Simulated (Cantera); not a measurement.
An adiabatic, constant-pressure homogeneous reactor starts with CH4 : C2H6 : O2 : N2 = 1 : 0.043 : 1.79 : 19.7 (molar parts), at 1173 K and 21.0 bar. Integrator tolerance rtol = 1e-08.

Computed with Cantera and GRI-Mech 3.0 (53 species, 325 reactions). The pressure lies above the range GRI-Mech 3.0 was tuned for (to about 10 atm).

What does this change do: pressure from 21.0 bar to 10.0 bar?


| quantity | before | after |
|---|---|---|
| time of steepest temperature rise | 3.21 ms | 7.24 ms |
| temperature at 6.00 s | 1971 K | 1971 K |
| equilibrium temperature | 1971 K | 1971 K |
| x(CH4) at 6.00 s | 1.05e-11 (gas-phase equilibrium 1.15e-11) | 2.35e-12 (gas-phase equilibrium 2.62e-12) |
| x(C2H6) at 6.00 s | <1e-12 (gas-phase equilibrium <1e-12) | <1e-12 (gas-phase equilibrium <1e-12) |
| x(O2) at 6.00 s | 1.11e-7 (gas-phase equilibrium 1.11e-7) | 2.33e-7 (gas-phase equilibrium 2.33e-7) |
| x(HCN) at 6.00 s | 1.40e-8 (gas-phase equilibrium 1.40e-8) | 6.65e-9 (gas-phase equilibrium 6.65e-9) |
| x(H2O) at 6.00 s | 0.0806 (gas-phase equilibrium 0.0806) | 0.0806 (gas-phase equilibrium 0.0806) |

What does this change do: 1.1 parts H2 added?


| quantity | before | after |
|---|---|---|
| time of steepest temperature rise | 3.21 ms | 0.584 ms |
| temperature at 6.00 s | 1971 K | 1930 K |
| equilibrium temperature | 1971 K | 1930 K |
| x(CH4) at 6.00 s | 1.05e-11 (gas-phase equilibrium 1.15e-11) | 9.89e-10 (gas-phase equilibrium 1.09e-9) |
| x(C2H6) at 6.00 s | <1e-12 (gas-phase equilibrium <1e-12) | <1e-12 (gas-phase equilibrium <1e-12) |
| x(O2) at 6.00 s | 1.11e-7 (gas-phase equilibrium 1.11e-7) | 5.38e-9 (gas-phase equilibrium 5.38e-9) |
| x(HCN) at 6.00 s | 1.40e-8 (gas-phase equilibrium 1.40e-8) | 1.39e-7 (gas-phase equilibrium 1.39e-7) |
| x(H2O) at 6.00 s | 0.0806 (gas-phase equilibrium 0.0806) | 0.0896 (gas-phase equilibrium 0.0896) |

What does this change do: constant volume in place of constant pressure?


```json
[
 {"quantity": "time of steepest temperature rise", "before": "3.21 ms", "after": "3.02 ms"},
 {"quantity": "temperature at 6.00 s", "before": "1971 K", "after": "2197 K"},
 {"quantity": "equilibrium temperature", "before": "1971 K", "after": "2197 K"},
 {"quantity": "x(CH4) at 6.00 s", "before": "1.05e-11 (gas-phase equilibrium 1.15e-11)", "after": "7.98e-12 (gas-phase equilibrium 8.77e-12)"},
 {"quantity": "x(C2H6) at 6.00 s", "before": "<1e-12 (gas-phase equilibrium <1e-12)", "after": "<1e-12 (gas-phase equilibrium <1e-12)"},
 {"quantity": "x(O2) at 6.00 s", "before": "1.11e-7 (gas-phase equilibrium 1.11e-7)", "after": "1.62e-6 (gas-phase equilibrium 1.62e-6)"},
 {"quantity": "x(HCN) at 6.00 s", "before": "1.40e-8 (gas-phase equilibrium 1.40e-8)", "after": "2.39e-8 (gas-phase equilibrium 2.39e-8)"},
 {"quantity": "x(H2O) at 6.00 s", "before": "0.0806 (gas-phase equilibrium 0.0806)", "after": "0.0814 (gas-phase equilibrium 0.0814)"}
]
```
